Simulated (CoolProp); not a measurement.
A Linde-Hampson liquefier for ethane: isothermal reversible compression at 320 K from 1 atm to 25 MPa, throttling to 1 atm, return gas leaving the recuperator 2 K below the feed. Each further row changes one setting.

The numbers come from the reference Helmholtz-energy equation of state, Bücker 2006 in CoolProp.

| case | liquid yield per pass | compression work (kJ/kg of gas) |
|---|---|---|
| as stated | (withheld) | 378 |
| high pressure 50 MPa | (withheld) | (withheld) |
| warm-end temperature 350 K | (withheld) | (withheld) |
| warm-end gap 7 K | (withheld) | 378 |

Problem. Complete the blanks.

Solution. 
- as stated, liquid yield per pass: 0.465
- high pressure 50 MPa, liquid yield per pass: 0.448
- high pressure 50 MPa, compression work (kJ/kg of gas): 436
- warm-end temperature 350 K, liquid yield per pass: 0.386
- warm-end temperature 350 K, compression work (kJ/kg of gas): 443
- warm-end gap 7 K, liquid yield per pass: 0.458
